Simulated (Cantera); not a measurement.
An adiabatic, constant-pressure homogeneous reactor starts with CH4 : H2 : O2 : N2 = 1 : 1.3 : 5.1 : 19.2 (molar parts), equivalence ratio 0.52, at 1225 K and 28.6 atm. Integrator tolerance rtol = 1e-08.

Detailed kinetics in Cantera: GRI-Mech 3.0 (53 species, 325 reactions). The pressure lies above the range GRI-Mech 3.0 was tuned for (to about 10 atm).

**Question.** What does this change do: constant volume in place of constant pressure?

**Answer.** 
```json
[
 {"quantity": "time of steepest temperature rise", "before": "0.157 ms", "after": "0.144 ms"},
 {"quantity": "temperature at 0.400 s", "before": "2316 K", "after": "2556 K"},
 {"quantity": "equilibrium temperature", "before": "2316 K", "after": "2556 K"},
 {"quantity": "x(CH4) at 0.400 s", "before": "<1e-12 (gas-phase equilibrium <1e-12)", "after": "<1e-12 (gas-phase equilibrium <1e-12)"},
 {"quantity": "x(H2) at 0.400 s", "before": "0.000179 (gas-phase equilibrium 0.000179)", "after": "0.000431 (gas-phase equilibrium 0.000431)"},
 {"quantity": "x(O2) at 0.400 s", "before": "0.0885 (gas-phase equilibrium 0.0885)", "after": "0.0852 (gas-phase equilibrium 0.0852)"},
 {"quantity": "x(NO2) at 0.400 s", "before": "3.90e-5 (gas-phase equilibrium 3.90e-5)", "after": "6.40e-5 (gas-phase equilibrium 6.40e-5)"},
 {"quantity": "x(CH2O) at 0.400 s", "before": "<1e-12 (gas-phase equilibrium <1e-12)", "after": "8.49e-12 (gas-phase equilibrium 8.49e-12)"}
]
```

**Question.** What does this change do: initial temperature 1225 to 1550 K?

**Answer.** 
```json
[
 {"quantity": "time of steepest temperature rise", "before": "0.157 ms", "after": "5.49 µs"},
 {"quantity": "temperature at 0.400 s", "before": "2316 K", "after": "2575 K"},
 {"quantity": "equilibrium temperature", "before": "2316 K", "after": "2575 K"},
 {"quantity": "x(CH4) at 0.400 s", "before": "<1e-12 (gas-phase equilibrium <1e-12)", "after": "<1e-12 (gas-phase equilibrium <1e-12)"},
 {"quantity": "x(H2) at 0.400 s", "before": "0.000179 (gas-phase equilibrium 0.000179)", "after": "0.000666 (gas-phase equilibrium 0.000666)"},
 {"quantity": "x(O2) at 0.400 s", "before": "0.0885 (gas-phase equilibrium 0.0885)", "after": "0.0847 (gas-phase equilibrium 0.0847)"},
 {"quantity": "x(NO2) at 0.400 s", "before": "3.90e-5 (gas-phase equilibrium 3.90e-5)", "after": "4.51e-5 (gas-phase equilibrium 4.51e-5)"},
 {"quantity": "x(CH2O) at 0.400 s", "before": "<1e-12 (gas-phase equilibrium <1e-12)", "after": "9.98e-12 (gas-phase equilibrium 9.98e-12)"}
]
```
